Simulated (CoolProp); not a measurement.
Toluene at 293.15 K and 0.995 MPa flows at 9.4 m/s in a round tube of 100 mm bore and 1.5 µm roughness, fully developed (64/Re and Nu = 3.66 if laminar; Colebrook and Gnielinski if turbulent). Each further row changes one setting.

Model: reference Helmholtz-energy equation of state, Lemmon 2006, in CoolProp. It is a short technical equation, of lower accuracy than the large ones.

```json
[
 {"case": "as stated", "Reynolds number": "1380000", "Darcy friction factor": "0.0114", "pressure drop (Pa/m)": "4380", "heat-transfer coefficient (W/(m² K))": "8290", "mass flow (kg/h)": "231000"},
 {"case": "velocity 18.8 m/s", "Reynolds number": "2760000", "Darcy friction factor": "0.0105", "pressure drop (Pa/m)": "16000", "heat-transfer coefficient (W/(m² K))": "15600", "mass flow (kg/h)": "461000"},
 {"case": "diameter 200 mm", "Reynolds number": "2760000", "Darcy friction factor": "0.0102", "pressure drop (Pa/m)": "1950", "heat-transfer coefficient (W/(m² K))": "7630", "mass flow (kg/h)": "922000"}
]
```

Viscosity comes from a separate model (Avgeri 2015). Thermal conductivity comes from a separate model (Assael 2012).
